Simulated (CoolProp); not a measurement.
Vapour-liquid equilibrium of propane (1) + R113 (2) at 0.258 MPa; x and y are mole fractions of (1).

Computed with CoolProp (multi-fluid Helmholtz-energy mixture model, Lemmon 2009 and Marx 1992; pair parameters Bell 2016).

```json
[
 {"x": "0.05", "bubble temperature, mixture model (K)": "335.0", "bubble temperature, Raoult's law (K)": "334.6", "y, mixture model": "0.394", "y, Raoult's law": "0.422"},
 {"x": "0.125", "bubble temperature, mixture model (K)": "314.6", "bubble temperature, Raoult's law (K)": "316.0", "y, mixture model": "0.700", "y, Raoult's law": "0.708"},
 {"x": "0.2", "bubble temperature, mixture model (K)": "300.2", "bubble temperature, Raoult's law (K)": "303.0", "y, mixture model": "0.834", "y, Raoult's law": "0.833"},
 {"x": "0.275", "bubble temperature, mixture model (K)": "…", "bubble temperature, Raoult's law (K)": "293.3", "y, mixture model": "0.898", "y, Raoult's law": "0.896"},
 {"x": "0.35", "bubble temperature, mixture model (K)": "…", "bubble temperature, Raoult's law (K)": "285.9", "y, mixture model": "0.932", "y, Raoult's law": "0.932"},
 {"x": "0.425", "bubble temperature, mixture model (K)": "276.9", "bubble temperature, Raoult's law (K)": "279.8", "y, mixture model": "0.952", "y, Raoult's law": "0.954"},
 {"x": "0.5", "bubble temperature, mixture model (K)": "272.5", "bubble temperature, Raoult's law (K)": "274.9", "y, mixture model": "…", "y, Raoult's law": "0.968"},
 {"x": "0.575", "bubble temperature, mixture model (K)": "…", "bubble temperature, Raoult's law (K)": "270.6", "y, mixture model": "0.974", "y, Raoult's law": "0.978"},
 {"x": "0.65", "bubble temperature, mixture model (K)": "265.8", "bubble temperature, Raoult's law (K)": "267.0", "y, mixture model": "0.980", "y, Raoult's law": "0.985"},
 {"x": "0.725", "bubble temperature, mixture model (K)": "…", "bubble temperature, Raoult's law (K)": "263.8", "y, mixture model": "0.986", "y, Raoult's law": "0.990"},
 {"x": "0.8", "bubble temperature, mixture model (K)": "260.6", "bubble temperature, Raoult's law (K)": "260.9", "y, mixture model": "0.990", "y, Raoult's law": "0.994"},
 {"x": "0.875", "bubble temperature, mixture model (K)": "258.3", "bubble temperature, Raoult's law (K)": "258.4", "y, mixture model": "0.994", "y, Raoult's law": "0.997"},
 {"x": "0.95", "bubble temperature, mixture model (K)": "256.1", "bubble temperature, Raoult's law (K)": "256.1", "y, mixture model": "0.998", "y, Raoult's law": "0.999"}
]
```

Fill in the missing entries.


- 0.275, bubble temperature, mixture model (K): 290.0
- 0.35, bubble temperature, mixture model (K): 282.6
- 0.5, y, mixture model: 0.965
- 0.575, bubble temperature, mixture model (K): 268.9
- 0.725, bubble temperature, mixture model (K): 263.1

The largest gap from Raoult's law is -3.3 K in bubble temperature, at x = 0.35. No azeotrope shows between x = 0.05 and 0.95.

Pair parameters are fitted to limited data, so mixtures are less certain than the pure fluids. The gap from Raoult's law changes sign with composition, which may be real or a fault of the pair parameters; it wasn't checked against measurements.
